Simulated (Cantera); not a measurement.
An isothermal plug-flow reactor at 575 K and 5.00 bar (inlet), inlet velocity 0.091 m/s, active area per volume 940 1/m; feed CO : O2 : N2 : H2O = 0.013 : 0.074 : 0.79 : 0.076 (molar parts), equivalence ratio 0.088.

Model: Deutschmann's 1995 Pt surface mechanism with GRI-Mech 3.0 gas chemistry, integrated in Cantera. Catalytic surfaces can have several steady states; this one follows from the mechanism file's or the stated starting coverage. Mass transfer to the wall is taken as infinitely fast.

**Question.** What does this change do: temperature 575 to 950 K?

**Answer.** 
| quantity | before | after |
|---|---|---|
| x(CO) at z = 0.0089 m | 0.0131 | <1e-12 |
| x(O2) at z = 0.0089 m | 0.0774 | 0.0713 |
| x(H2O) at z = 0.0089 m | 0.0798 | 0.0803 |
| x(CO2) at z = 0.0089 m | 0.000547 | 0.0137 |
| θ(free Pt) at the exit | 0.00209 | 0.0958 |
| θ(O*) at the exit | 0.00827 | 0.894 |
| θ(OH*) at the exit | 0.00144 | 0.0100 |
